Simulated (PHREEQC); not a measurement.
Make-up at 25 °C: 0.011 mol/kgw Pb(NO3)2 and 0.0063 mol/kgw Zn(NO3)2. Closed to the air; pH follows from the charge balance.

The numbers come from PHREEQC with the ion-association model, phreeqc.dat.

Question: The ionic strength comes out as 0.0480 mol/kgw. What activity coefficients do H+, PbOH+, Pb2OH+3, NO3-, Pb+2 get?

Answer: H+ 0.86, PbOH+ 0.82, Pb2OH+3 0.17, NO3- 0.81, Pb+2 0.46.

This is a speciation only: nothing precipitates in the calculation.
